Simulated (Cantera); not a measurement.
Charge: 1 mol Al2O3, 0.96 mol H2O, equilibrated at 2398 K and 140000 Pa.

These are equilibrium values from Cantera (NASA tables, ideal gas, pure condensed phases), not measurements of a reactor. Candidate condensed phases: Al, Al2O3, H2O; 19 gas species. Gases not in the tables: Al(OH)3. Rates play no part.

Base state: H2O 0.945, H2 0.0276, OH 0.0139, O2 0.0105, H 0.00221, O 0.000744, AlO2H 2.47e-5 (mole fractions); condensed: Al2O3(l).

Q: What changes in the equilibrium state with this change: temperature from 2398 K to 873 K?

A: 
```json
[
 {"species": "H2O", "before": "0.945", "after": "1.00"},
 {"species": "H2", "before": "0.0276", "after": "1.24e-8"},
 {"species": "O2", "before": "0.0105", "after": "6.15e-9"},
 {"species": "OH", "before": "0.0139", "after": "<1e-9"},
 {"species": "AlO2H", "before": "2.47e-5", "after": "<1e-9"},
 {"species": "H", "before": "0.00221", "after": "<1e-9"},
 {"species": "O", "before": "0.000744", "after": "<1e-9"},
 {"species": "Al2O3(l), mol", "before": "1.000", "after": "0"},
 {"species": "Al2O3(s), mol", "before": "0", "after": "1.00"}
]
```
